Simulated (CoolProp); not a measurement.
Saturation properties of CH2F2 (R32).

Computed with CoolProp (reference Helmholtz-energy equation of state, Tillner-Roth 1997).

```tsv
T (K)	p (MPa)	liquid cp (kJ/(kg K))	vapour viscosity (µPa s)	liquid conductivity (mW/(m K))
253.4	0.4096	1.662	11.4	170
262.5	0.5696	1.695	11.8	[?]
271.5	0.7710	1.736	12.3	156
280.6	1.025	1.789	12.7	[?]
289.6	1.335	1.855	13.2	141
298.7	1.715	1.943	[?]	134
307.7	[?]	2.064	14.4	126
316.8	2.706	2.246	15.2	118
325.8	3.338	2.546	16.2	110
334.9	4.087	[?]	[?]	[?]
```

Question: What belongs in the gaps?

Answer: 
- 262.5, liquid conductivity (mW/(m K)): 163
- 280.6, liquid conductivity (mW/(m K)): 149
- 298.7, vapour viscosity (µPa s): 13.8
- 307.7, p (MPa): 2.165
- 334.9, liquid cp (kJ/(kg K)): 3.167
- 334.9, vapour viscosity (µPa s): 17.7
- 334.9, liquid conductivity (mW/(m K)): 101

It boils at 221.5 K under 1 atm.

Viscosity comes from a separate model (Bell 2016), an estimate that may be off by 10 % or more. Thermal conductivity comes from a separate model (Huber 2003), an estimate that may be off by 10 % or more.
